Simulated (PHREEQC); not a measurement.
0.29 g of hydrous ferric oxide (600 m²/g; 0.2 weak and 0.005 strong sites per Fe, Dzombak-Morel constants, diffuse double layer) in 1 kg of water with 0.005 mol/kgw of an inert sodium salt, at 25 °C; the pH is set by adding NaOH or the inert anion's acid. Oxygen alone is held at its pressure in air (log pO2 = -0.68). The system is closed to CO2. Precipitation was switched off in this run.

Base run: PHREEQC, ion-association model, wateq4f.dat. Each further column changes one thing. The table gives surface charge σ (C/m²).

```csv
pH,base,background salt from 0.005 to 0.0005 mol/kgw,oxide from 0.29 to 1.4 g/kgw
4,0.184,0.101,0.189
5.33,0.069,0.028,0.070
6,0.038,0.014,0.038
6.67,0.019,0.006,0.019
8,0.001,0.000,0.001
9.33,-0.014,-0.005,-0.015
10,-0.030,-0.012,-0.031
10.67,-0.059,-0.030,-0.060
12,-0.215,-0.199,-0.218
```
